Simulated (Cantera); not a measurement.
Feed: 1 mol AlI₃, a varied amount of N₂, held at 1048.15 K and 11.0 mbar.

Cantera equilibrium calculation (NASA polynomials, part measured and part estimated; ideal gas, pure solids and liquids). Candidate condensed phases: Al, AlI₃, AlN, I₂; 10 gas species. Rates play no part.

### Question
At 2.8 mol N₂, list the 4 most abundant gas species with their mole fractions, and the condensed phases.

### Answer
N₂ 0.655, AlI₃ 0.181, I 0.136, I₂ 0.0282. Condensed: AlN(s).
